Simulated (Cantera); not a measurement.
A perfectly stirred reactor is fed with CH3OH : O2 : N2 = 0.016 : 0.022 : 1 (molar parts), equivalence ratio 1.1, at 1.00 bar; it is held at 1275 K, and followed from long to short residence time.

Computed with Cantera and GRI-Mech 3.0 (53 species, 325 reactions). GRI-Mech 3.0 was tuned for natural gas; its chemistry of methanol as a main component is partial and can be far from experiment. The temperature is held fixed by assumption; the heat of reaction is taken as removed at once.

Task: What does this change do: pressure from 1.00 bar to 5.00 bar?

Result: 
```csv
quantity,before,after
x(CH3OH) at τ = 0.470 s,1.26e-6,1.79e-6
x(O2) at τ = 0.470 s,0.000103,6.84e-5
x(HCO) at τ = 0.470 s,1.59e-8,4.52e-9
x(H) at τ = 0.470 s,0.000231,3.30e-5
x(C2H) at τ = 0.470 s,<1e-12,<1e-12
x(CH3OH) at τ = 31.0 ms,7.98e-6,1.04e-5
x(O2) at τ = 31.0 ms,0.000692,0.000411
x(HCO) at τ = 31.0 ms,1.86e-7,4.96e-8
x(H) at τ = 31.0 ms,0.000528,8.06e-5
x(C2H) at τ = 31.0 ms,1.54e-12,<1e-12
```
